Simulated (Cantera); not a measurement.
Reactions in the system N-O-P

Standard-state values (1 bar) from the NASA 1993 polynomials, evaluated with Cantera. Values are per mole of reaction as written; species without (g) are pure solids or liquids, kept so even where they would boil at 1 bar.

10 N2O(g) + 2 P2(g) → 10 N2(g) + P4O10(g)

```json
[
 {"T (K)": "300", "ΔH° (kJ)": "-4007.4", "ΔS° (J/K)": "-316.1", "ΔG° (kJ)": "-3912.5", "log10 K": "681.22"},
 {"T (K)": "1875", "ΔH° (kJ)": "-3992.4", "ΔS° (J/K)": "-290.4", "ΔG° (kJ)": "-3447.8", "log10 K": "96.05"},
 {"T (K)": "1925", "ΔH° (kJ)": "-3992.4", "ΔS° (J/K)": "-290.5", "ΔG° (kJ)": "-3433.3", "log10 K": "93.16"},
 {"T (K)": "1975", "ΔH° (kJ)": "-3992.5", "ΔS° (J/K)": "-290.5", "ΔG° (kJ)": "-3418.8", "log10 K": "90.42"},
 {"T (K)": "2025", "ΔH° (kJ)": "-3992.6", "ΔS° (J/K)": "-290.5", "ΔG° (kJ)": "-3404.3", "log10 K": "87.81"},
 {"T (K)": "2075", "ΔH° (kJ)": "-3992.7", "ΔS° (J/K)": "-290.6", "ΔG° (kJ)": "-3389.7", "log10 K": "85.33"},
 {"T (K)": "2125", "ΔH° (kJ)": "-3992.8", "ΔS° (J/K)": "-290.6", "ΔG° (kJ)": "-3375.2", "log10 K": "82.96"},
 {"T (K)": "2175", "ΔH° (kJ)": "-3992.9", "ΔS° (J/K)": "-290.7", "ΔG° (kJ)": "-3360.7", "log10 K": "80.71"},
 {"T (K)": "2225", "ΔH° (kJ)": "-3993.1", "ΔS° (J/K)": "-290.8", "ΔG° (kJ)": "-3346.1", "log10 K": "78.55"},
 {"T (K)": "2275", "ΔH° (kJ)": "-3993.3", "ΔS° (J/K)": "-290.8", "ΔG° (kJ)": "-3331.6", "log10 K": "76.49"},
 {"T (K)": "2325", "ΔH° (kJ)": "-3993.5", "ΔS° (J/K)": "-290.9", "ΔG° (kJ)": "-3317.0", "log10 K": "74.52"},
 {"T (K)": "2375", "ΔH° (kJ)": "-3993.7", "ΔS° (J/K)": "-291.0", "ΔG° (kJ)": "-3302.5", "log10 K": "72.63"}
]
```
